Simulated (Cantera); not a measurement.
Input: 1 mol BN, 7.8 mol H2O, 4.2 mol H2, held at 10.0 mbar.

Cantera equilibrium calculation (NASA polynomials, part measured and part estimated; ideal gas, pure solids and liquids). Candidate condensed phases: B, BN, B2O3, B3O3H3, H2O; 39 gas species. Gases not in the tables: H3BO3. Kinetics and transport are ignored.

Which condensed phases are stable at each of these points (T (K)): 775, 875, 975, 1075, 1175, 1275, 1375, 1475, 1575, 1675, 1775, 1875, 1975, 2075?


```
T (K)  condensed phases  B condensed (%)
-----  ----------------  ---------------
775             B2O3(l)             85.3
875             B2O3(l)             92.5
975             B2O3(l)             95.6
1075            B2O3(l)             96.4
1175            B2O3(l)             93.2
1275            B2O3(l)             78.8
1375            B2O3(l)             35.9
1475           gas only              0.0
1575           gas only              0.0
1675           gas only              0.0
1775           gas only              0.0
1875           gas only              0.0
1975           gas only              0.0
2075           gas only              0.0
```

From 775 K to 1375 K the condensed part is B2O3(l). From 1475 K to 2075 K nothing is condensed.
